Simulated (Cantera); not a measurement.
Feed: 1 mol borazine, 0.22 mol H2O, 23 mol H2, 0.054 mol N2, equilibrated at 0.000710 bar.

These are equilibrium values from Cantera (NASA tables, ideal gas, pure condensed phases), not measurements of a reactor. Candidate condensed phases: B, BN, B2O3, B3O3H3, H2O; 39 gas species. The feed counts by its element totals alone. Mutual solubility and eutectic melting of coexisting phases are not modelled. The tables' values for BH2 are old estimates; treat these amounts as uncertain. Rates play no part.

x: gas mole fraction; n: condensed amount in mol.

| T (K) | x H2 | x H | x N2 | x HBO | x BO | x B | n BN(s) | n B2O3(l) | n B(s) |
|---|---|---|---|---|---|---|---|---|---|
| 1275 | 0.993 | 2.76e-5 | 0.00476 | 0.000784 | 8.22e-7 | <1e-12 | 2.86 | 0.0448 | 0 |
| 1375 | 0.989 | (withheld) | (withheld) | (withheld) | (withheld) | <1e-12 | 2.83 | 0 | 0 |
| 1475 | 0.986 | 0.000483 | 0.00591 | 0.00631 | 8.37e-5 | 3.28e-11 | 2.79 | 0 | 0 |
| 1575 | 0.984 | 0.00155 | 0.00614 | 0.00720 | 0.000265 | 2.10e-9 | 2.78 | 0 | 0 |
| 1675 | 0.981 | 0.00432 | 0.00618 | 0.00711 | 0.000645 | 8.24e-8 | 2.78 | 0 | 0 |
| 1775 | 0.975 | (withheld) | 0.00620 | (withheld) | (withheld) | (withheld) | 2.78 | 0 | 0 |
| 1875 | 0.945 | 0.0239 | 0.0226 | 0.00552 | 0.00230 | 2.04e-5 | 1.87 | 0 | 0.901 |
| 1975 | 0.889 | 0.0484 | 0.0543 | 0.00416 | 0.00337 | 0.000123 | 0 | 0 | 2.76 |
| 2075 | 0.846 | 0.0920 | 0.0530 | 0.00298 | 0.00439 | 0.000625 | 0 | 0 | 2.74 |
| 2175 | 0.777 | 0.161 | 0.0509 | 0.00198 | 0.00510 | 0.00272 | 0 | 0 | 2.66 |

Task: Complete the blanks.

Result: 
- 1375, x H: 0.000128
- 1375, x N2: 0.00523
- 1375, x HBO: 0.00368
- 1375, x BO: 1.51e-5
- 1775, x H: 0.0107
- 1775, x HBO: 0.00657
- 1775, x BO: 0.00132
- 1775, x B: 2.13e-6
